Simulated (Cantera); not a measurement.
Charge: 1 mol Ti(OiPr)4, 7.1 mol O2, held at 12.0 Pa.

Cantera equilibrium calculation (NASA polynomials, part measured and part estimated; ideal gas, pure solids and liquids). Candidate condensed phases: C, C6H6, C7H8, C8H18, H2O, Ti, TiC, TiO, TiO2, Ti2O3, Ti3O5, Ti4O7; 113 gas species. The feed counts by its element totals alone. The numbers say what is thermodynamically allowed, not how fast it happens. All values below are at 1127 °C.

Base state: H2 0.426, CO 0.412, H2O 0.112, CO2 0.0497, H 0.000290 (mole fractions); condensed: TiO2(rutile).

What changes in the equilibrium state with this change: O2 from 7.1 to 0.74 mol?


```csv
species,before,after
H2,0.426,0.718
CO,0.412,0.281
H,0.000290,0.000376
H2O,0.112,9.03e-8
CO2,0.0497,1.63e-8
"TiO2(rutile), mol",1.00,0
"C(graphite), mol",0,5.52
"TiC(s), mol",0,1.00
```
TiC: taken at fixed stoichiometry.
